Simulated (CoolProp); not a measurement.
Vapour-liquid equilibrium of CHF3 (R23) (1) + R152A (2) at -95.35 °C; x and y are mole fractions of (1).

Model: multi-fluid Helmholtz-energy mixture model, Penoncello 2003 and Outcalt 1996; pair parameters Bell 2016, in CoolProp.

```tsv
x	bubble pressure, mixture model (MPa)	bubble pressure, Raoult's law (MPa)	y, mixture model	y, Raoult's law
0.05	0.002651	0.003068	0.668	0.714
0.2	0.008317	0.009503	0.911	0.922
0.35	0.01458	0.01594	0.959	0.962
0.5	0.02123	0.02237	0.979	0.979
0.65	0.02806	0.02881	0.989	0.989
0.8	0.03489	0.03524	0.995	0.995
0.95	0.04161	0.04167	0.999	0.999
```

The largest gap from Raoult's law is -13.6 % in bubble pressure, at x = 0.05. No azeotrope shows between x = 0.05 and 0.95.

Pair parameters are fitted to limited data, so mixtures are less certain than the pure fluids.
